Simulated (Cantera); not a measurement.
An isothermal, constant-pressure homogeneous reactor starts with H₂ : O₂ : N₂ = 1.2 : 1 : 3 (molar parts), equivalence ratio 0.60, at 775 K and 195 Torr. Integrator tolerance rtol = 1e-08.

Computed with Cantera and the H2/O2 subset of GRI-Mech 3.0, which has no nitrogen chemistry. Below about 950 K walls govern HO2 and H2O2 in real vessels. The temperature is held fixed by assumption; the heat of reaction is taken as removed at once.

Question: What does this change do: temperature 775 to 950 K?

Answer: 
```tsv
quantity	before	after
x(H₂) at 1.00 s	0.231 (gas-phase equilibrium <1e-12)	0.000447 (gas-phase equilibrium 3.18e-11)
x(O₂) at 1.00 s	0.192 (gas-phase equilibrium 0.0870)	0.0872 (gas-phase equilibrium 0.0870)
x(H) at 1.00 s	1.26e-12 (gas-phase equilibrium <1e-12)	2.55e-8 (gas-phase equilibrium <1e-12)
x(O) at 1.00 s	<1e-12 (gas-phase equilibrium <1e-12)	1.09e-7 (gas-phase equilibrium 1.85e-11)
x(H₂O₂) at 1.00 s	6.56e-9 (gas-phase equilibrium 2.72e-12)	5.31e-6 (gas-phase equilibrium 5.63e-11)
x(HO₂) at 1.00 s	1.08e-8 (gas-phase equilibrium 5.35e-12)	5.88e-6 (gas-phase equilibrium 2.39e-10)
```
